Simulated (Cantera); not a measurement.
Charge: 1 mol SiO2, 0.0084 mol Si, 0.51 mol N2, at 1.80 Pa.

Equilibrium computed with Cantera from the NASA thermochemical tables; the gas is ideal and each condensed phase is pure. Candidate condensed phases: Si, SiO2, Si2N2O, Si3N4; 16 gas species. The tables hold silica as quartz up to 1696 K and as liquid above; real silica turns to tridymite and cristobalite and melts near 1996 K. Kinetics and transport are ignored.

Task: Which condensed phases are stable at each of these points (T (°C)): 1450, 1600, 1750, 1900, 2050, 2200, 2350, 2500, 2650, 2800?

Result: 
```tsv
T (°C)	condensed phases	Si condensed (%)
1450	SiO2(condensed)	98.3
1600	SiO2(condensed)	95.3
1750	gas only	0.0
1900	gas only	0.0
2050	gas only	0.0
2200	gas only	0.0
2350	gas only	0.0
2500	gas only	0.0
2650	gas only	0.0
2800	gas only	0.0
```

From 1450 °C to 1600 °C the condensed part is SiO2(condensed). From 1750 °C to 2800 °C nothing is condensed.
